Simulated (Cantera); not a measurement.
**Silicon nitride deposition: Si₂Cl₆ + NH₃ + N₂**

A closed system holds: 1 mol Si₂Cl₆, a varied amount of NH₃, 14 mol N₂, at 0.00360 bar.

Equilibrium computed with Cantera from the NASA thermochemical tables; the gas is ideal and each condensed phase is pure. Candidate condensed phases: NH₄Cl, Si, Si₃N₄; 28 gas species. The feed counts by its element totals alone. The tables' values for SiCl₃ are old estimates. Equilibrium is a limit: real reactors are often held back by kinetics, nucleation or transport.

Q: Map the stable condensed phases over T = 825, 925, 1025, 1125, 1225, 1325, 1425, 1525, 1625, 1725, 1825, 1925, 2025 K and n(NH₃) in mol = 1.5, 4.5, 7.5, 11, 14, 17, 20, 23, 26, 29, 32, 35, 38.

A: 
```
T in K \ n(NH₃) in mol
         1.5 4.5 7.5  11  14  17  20  23  26  29  32  35  38
   2025    A   A   A   A   A   A   A   A   A   A   A   A   A
   1925    A   A   B   B   B   B   B   B   B   B   B   B   B
   1825    A   A   B   B   B   B   B   B   B   B   B   B   B
   1725    A   A   B   B   B   B   B   B   B   B   B   B   B
   1625    A   C   C   C   C   C   C   C   C   C   C   C   C
   1525    C   C   C   C   C   C   C   C   C   C   C   C   C
   1425    C   C   C   C   C   C   C   C   C   C   C   C   C
   1325    C   C   C   C   C   C   C   C   C   C   C   C   C
   1225    C   C   C   C   C   C   C   C   C   C   C   C   C
   1125    C   C   C   C   C   C   C   C   C   C   C   C   C
   1025    C   C   C   C   C   C   C   C   C   C   C   C   C
    925    C   C   C   C   C   C   C   C   C   C   C   C   C
    825    C   C   C   C   C   C   C   C   C   C   C   C   C
```
A: gas only; B: Si; C: Si₃N₄.
